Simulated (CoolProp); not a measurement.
The fluid at 420.41 K and 0.246 MPa is throttled through a valve to 0.135 MPa with no heat exchange. The same conditions are run with several fluids, on thermodynamics alone (safety and materials aside).

Computed with CoolProp (reference Helmholtz-energy equation of state of each fluid (octamethylcyclotetrasiloxane (D4): Thol 2015; n-decane: Lemmon 2006; m-xylene: Zhou 2012; dodecamethylcyclohexasiloxane (D6): Colonna 2008; decamethylcyclopentasiloxane (D5): Thol 2019)).

```
fluid                               final density (kg/m³)
----------------------------------  ---------------------
octamethylcyclotetrasiloxane (D4)                     ___
n-decane                                              ___
m-xylene                                              ___
dodecamethylcyclohexasiloxane (D6)                    ___
decamethylcyclopentasiloxane (D5)                     821
```

### Question
What belongs in the gaps?

### Answer

- octamethylcyclotetrasiloxane (D4), final density (kg/m³): 804
- n-decane, final density (kg/m³): 628
- m-xylene, final density (kg/m³): 747
- dodecamethylcyclohexasiloxane (D6), final density (kg/m³): 831
